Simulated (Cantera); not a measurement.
Charge: 1 mol HMDSO, a varied amount of CO2, held at 602 °C and 0.133 bar.

Cantera equilibrium calculation (NASA polynomials, part measured and part estimated; ideal gas, pure solids and liquids). Candidate condensed phases: C, C6H6, C7H8, C8H18, H2O, Si, SiC, SiO2; 123 gas species. The feed counts by its element totals alone. Rates play no part.

log p: log10 of the partial pressure in bar; n: condensed amount in mol.

```
n(CO2) (mol)  log p H2  log p CO  log p CO2  log p H2O  log p CH4  log p C2H6  log p C2H4  n C(graphite)  n SiC(s)  n SiO2(β-quartz)
------------  --------  --------  ---------  ---------  ---------  ----------  ----------  -------------  --------  ----------------
0.34             -0.90     -9.18       <-12      -9.47      -2.16       -7.71       -8.32           4.73      1.16             0.840
0.48             -0.90     -9.18       <-12      -9.47      -2.16       -7.71       -8.32           5.01      1.02             0.980
0.67             -0.90     -9.18       <-12      -9.47      -2.16       -7.71       -8.32           5.39     0.830              1.17
0.93             -0.90     -9.18       <-12      -9.47      -2.16       -7.71       -8.32            ___     0.570              1.43
1.3              -0.90     -9.18       <-12      -9.47      -2.16       -7.71       -8.32           6.65     0.200              1.80
1.8              -0.93     -2.26      -3.48      -2.57      -2.21       -7.79       -8.37           6.99         0              2.00
2.5              -0.98     -1.82      -2.60      -2.19      -2.32       -7.96       -8.48           6.82         0              2.00
3.5              -1.05     -1.61      -2.18      -2.04      -2.46       -8.16       -8.61           6.53         0              2.00
4.9              -1.13     -1.47      -1.92      -1.99      -2.61       -8.39       -8.77           6.09         0              2.00
6.8              -1.21     -1.38      -1.74      -1.98      -2.78       -8.65       -8.94            ___         0              2.00
9.5              -1.31     -1.32      -1.60      -2.01      -2.98       -8.94       -9.14            ___         0              2.00
```

**Question.** Fill in the missing entries.

**Answer.** 
- 0.93, n C(graphite): 5.91
- 6.8, n C(graphite): 5.45
- 9.5, n C(graphite): 4.49
